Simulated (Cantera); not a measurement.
An adiabatic, constant-volume homogeneous reactor starts with 24.9 % H₂, 15.8 % O₂, 59.3 % N₂, equivalence ratio 0.79, at 1450 K and 170000 Pa.

Cantera simulation using GRI-Mech 3.0 (53 species, 325 reactions); the numbers are that mechanism's predictions, not measurements.

Predict: time of steepest temperature rise; temperature at 2.00 s; equilibrium temperature; x(H₂) at 2.00 s; x(O₂) at 2.00 s; x(N₂O) at 2.00 s; x(NO) at 2.00 s; x(H₂O₂) at 2.00 s.


| Item | Value |
|---|---|
| time of steepest temperature rise | 9.15 µs |
| temperature at 2.00 s | 2951 K |
| equilibrium temperature | 2951 K |
| x(H₂) at 2.00 s | 0.0270 (gas-phase equilibrium 0.0270) |
| x(O₂) at 2.00 s | 0.0319 (gas-phase equilibrium 0.0319) |
| x(N₂O) at 2.00 s | 1.44e-6 (gas-phase equilibrium 1.44e-6) |
| x(NO) at 2.00 s | 0.0159 (gas-phase equilibrium 0.0159) |
| x(H₂O₂) at 2.00 s | 1.14e-6 (gas-phase equilibrium 1.14e-6) |
